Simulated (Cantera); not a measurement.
What does this Cantera script print?

```python
import numpy as np
import cantera as ct

gas_names = """
    CL CL2 Si SiCL SiCL2 SiCL3 SiCL4 Si2 Si3
""".split()
cond_names = """
    Si(cr) Si(L)
""".split()


# ... load() reads the species with a 1 bar reference pressure and builds the phases ...
atoms = {
    'Si': {'Si': 1},
    'Cl2': {'CL': 2},
}
top_T = {}  # K; cautious upper limits of use, not melting points


# ... equilibrate(T, P, feed) seeds the gas with the atoms and calls Mixture.equilibrate('TP', solver="vcs", rtol=1e-11, max_steps=5000) ...
results = []
feed = {'Si': 1, 'Cl2': 6.9}  # mol
T = 1550  # K
P = 13332.2  # Pa
mix = equilibrate(T, P, feed)
results.append((T, P, feed, dict(zip(mix.species_names, mix.species_moles))))
x = sorted(zip(gas.X, gas.species_names), reverse=True)
print(f"T = {T:g} K  P = {P:g} Pa  gas = {mix.phase_moles(0):.4g} mol")
print("   x: " + "  ".join(f"{s} {v:.3e}" for v, s in x if v > 1e-06))
print("   condensed (mol): " + ("  ".join(f"{mix.phase(i).name} {mix.phase_moles(i):.4g}"
      for i in range(1, mix.n_phases) if mix.phase_moles(i) > 1e-12) or "none"))
```

Result:

```
T = 1550 K  P = 13332.2 Pa  gas = 6.486 mol
   x: CL2 6.651e-01  CL 1.808e-01  SiCL4 1.541e-01  SiCL3 3.163e-05
   condensed (mol): none
```

These are equilibrium values from Cantera (NASA tables, ideal gas, pure condensed phases), not measurements of a reactor. The tables' values for SiCl3 are old estimates; treat these amounts as uncertain.
